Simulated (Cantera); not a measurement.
What does this Cantera script print?

```python
import numpy as np
import cantera as ct

gas_names = [...]  # 110 gases of nasa_gas.yaml made of C, H, O
cond_names = """
    C(gr) C6H6(L) C7H8(L) C8H18(L),n-octa H2O(s) H2O(L)
""".split()


# ... load() reads the species with a 1 bar reference pressure and builds the phases ...
atoms = {
    'n-butane': {'C': 4, 'H': 10},
    'H2O': {'H': 2, 'O': 1},
    'H2': {'H': 2},
}
top_T = {'C(gr)': 4500}  # K; cautious upper limits of use, not melting points


# ... equilibrate(T, P, feed) seeds the gas with the atoms and calls Mixture.equilibrate('TP', solver="vcs", rtol=1e-11, max_steps=5000) ...
results = []
feed = {'n-butane': 1, 'H2O': 2.3, 'H2': 19}  # mol
T = 1423  # K
P = 5500  # Pa
mix = equilibrate(T, P, feed)
results.append((T, P, feed, dict(zip(mix.species_names, mix.species_moles))))
print(gas.report(threshold=0.0001))
for i in range(1, mix.n_phases):
    print(f"{mix.phase(i).name:16s} {mix.phase_moles(i):12.5e} mol")
```

Result:

```
       temperature   1423 K
          pressure   5500 Pa
           density   0.0019102 kg/m^3
  mean mol. weight   4.1092 kg/kmol
   phase of matter   gas

                          1 kg             1 kmol
                     ---------------   ---------------
          enthalpy        6.1188e+06        2.5144e+07  J
   internal energy        3.2396e+06        1.3312e+07  J
           entropy             50923        2.0925e+05  J/K
    Gibbs function       -6.6345e+07       -2.7262e+08  J
 heat capacity c_p            7856.7             32285  J/K
 heat capacity c_v            5833.3             23970  J/K

                      mass frac. Y      mole frac. X     chem. pot. / RT
                     ---------------   ---------------   ---------------
               CH4        0.00069122        0.00017705           -44.963
                CO           0.54818           0.08042           -41.364
                H2           0.45104           0.91936           -21.435
     [ +107 minor]         8.798e-05        4.3559e-05

C(gr)             1.69512e+00 mol
```

Cantera equilibrium calculation (NASA polynomials, part measured and part estimated; ideal gas, pure solids and liquids).
